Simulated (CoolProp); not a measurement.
Vapour-liquid equilibrium of R125 (1) + n-butane (2) at 254.2 K; x and y are mole fractions of (1).

Values from CoolProp's multi-fluid Helmholtz-energy mixture model, Lemmon 2005 and Bücker 2006; pair parameters Bell 2016.

```
x     bubble pressure (MPa)  y at the bubble point  dew pressure at overall composition x (MPa)  liquid density (mol/L)
----  ---------------------  ---------------------  -------------------------------------------  ----------------------
0.05                 0.1191                  0.609                                      0.04988                   10.70
0.15                 0.2148                  0.793                                      0.05570                   10.75
0.25                 0.2662                  0.840                                      0.06305                   10.80
0.35                 0.2919                  0.859                                      0.07261                   10.85
0.45                 0.3047                  0.868                                      0.08554                   10.91
0.55                 0.3122                  0.875                                       0.1040                   10.99
0.65                 0.3190                  0.882                                       0.1324                   11.08
0.75                 0.3272                  0.895                                       0.1815                   11.20
0.85                 0.3373                  0.918                                       0.2799                   11.36
0.95                 0.3474                  0.963                                       0.3454                   11.56
```

No azeotrope shows between x = 0.05 and 0.95.

Pair parameters are fitted to limited data, so mixtures are less certain than the pure fluids. With so large a gap from Raoult's law the liquid may split in two, which this calculation doesn't test in full.
